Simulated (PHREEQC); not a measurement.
Dissolve 0.00032 mol Ag2SO4, 0.00024 mol HF and 0.047 mol Na2SO4 per kg of water at 25 °C. Closed to the air; pH follows from the charge balance.

Computed with PHREEQC (ion-association model, wateq4f.dat).

Each row changes one thing in this solution. This is a speciation only: nothing precipitates in the calculation.

| case | pH | ionic strength (mol/kgw) | SO4-2 (mol/kgw) | Ag+ (mol/kgw) | AgSO4- (mol/kgw) | HSO4- (mol/kgw) | SI of Ag2O (Ag2O) |
|---|---|---|---|---|---|---|---|
| as made | 4.13 | 0.129 | 0.0409 | 0.000503 | 0.000137 | 0.000132 | -11.14 |
| HF from 0.00024 to 0.0024 mol/kgw | 3.29 | 0.129 | 0.0403 | 0.000504 | 0.000135 | 0.000914 | -12.84 |
| diluted 2-fold with water | 4.30 | 0.0668 | 0.0215 | 0.000272 | 4.83e-5 | 5.47e-5 | -11.29 |
| diluted 5-fold with water | 4.56 | 0.0275 | 0.00899 | 0.000117 | 1.11e-5 | 1.52e-5 | -11.46 |
| HF left out | 7.17 | 0.129 | 0.0411 | 0.000503 | 0.000137 | 1.21e-7 | -5.07 |
| temperature from 25 to 55 °C | 4.33 | 0.128 | 0.0403 | 0.000485 | 0.000155 | 0.000163 | -10.09 |
| 0.045 mol/kgw LiBr added | 4.11 | 0.171 | 0.0395 | 1.03e-8 | 2.45e-9 | 0.000125 | -20.59 |
| 0.011 mol/kgw KCl added | 4.12 | 0.139 | 0.0404 | 2.90e-5 | 7.60e-6 | 0.000130 | -13.64 |
| Na2SO4 left out | 3.75 | 0.00113 | 0.000312 | 0.000636 | 3.33e-6 | 4.86e-6 | -11.51 |

Species that the database lacks are ignored. Some of these states are supersaturated (in Bromyrite, Cerargyrite, for instance). At this temperature some constants are extrapolated from 25 °C, and those without enthalpy data are left unchanged.
